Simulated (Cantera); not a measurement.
Feed: 1 mol AlN, 3.5 mol H₂, 10 mol N₂, equilibrated at 1050 K and 23.0 Pa.

These are equilibrium values from Cantera (NASA tables, ideal gas, pure condensed phases), not measurements of a reactor. Candidate condensed phases: Al, AlN; 13 gas species. The numbers say what is thermodynamically allowed, not how fast it happens.

Problem. What is the equilibrium state?

Solution. 
```json
{
 "x(N₂)": "0.741",
 "x(H₂)": "0.259",
 "n(AlN(s))": "1.00 mol",
 "gas_amount": "13.50 mol",
 "log10 activity of Al(l) (absent)": "-8.36"
}
```
